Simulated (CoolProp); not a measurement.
The numbers come from the reference Helmholtz-energy equation of state, Wagner 2002 in CoolProp.

Q: For water, give the phase and the cp (kJ/(kg K)), Prandtl number at 226.25 °C and 71.8 MPa.

A: 
- 226.25 °C and 71.8 MPa: liquid; cp 4.28, Prandtl number 0.822

Viscosity comes from a separate model (Huber 2009). Thermal conductivity comes from a separate model (Huber 2012).
